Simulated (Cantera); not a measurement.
An adiabatic, constant-pressure homogeneous reactor starts with H₂ : O₂ : N₂ = 1 : 1.25 : 4.7 (molar parts), at 1173 K and 8250 Torr.

Model: the H2/O2 subset of GRI-Mech 3.0, which has no nitrogen chemistry, integrated in Cantera. The hydrogen kinetics of GRI-Mech 3.0 are dated; newer H2 mechanisms differ, most at raised pressure.

Task: Predict: time of steepest temperature rise; temperature at 3.00 s; equilibrium temperature; x(H₂) at 3.00 s; x(O₂) at 3.00 s; x(O) at 3.00 s; x(H) at 3.00 s; x(HO₂) at 3.00 s; x(OH) at 3.00 s; x(H₂O) at 3.00 s.

Result: 
```json
{
 "time_of_steepest_temperature_rise": "0.220 ms",
 "temperature at 3.00 s": "2187 K",
 "equilibrium_temperature": "2187 K",
 "x(H₂) at 3.00 s": "0.000144 (gas-phase equilibrium 0.000144)",
 "x(O₂) at 3.00 s": "0.115 (gas-phase equilibrium 0.115)",
 "x(O) at 3.00 s": "0.000256 (gas-phase equilibrium 0.000256)",
 "x(H) at 3.00 s": "1.90e-5 (gas-phase equilibrium 1.90e-5)",
 "x(HO₂) at 3.00 s": "8.13e-6 (gas-phase equilibrium 8.13e-6)",
 "x(OH) at 3.00 s": "0.00277 (gas-phase equilibrium 0.00277)",
 "x(H₂O) at 3.00 s": "0.153 (gas-phase equilibrium 0.153)"
}
```
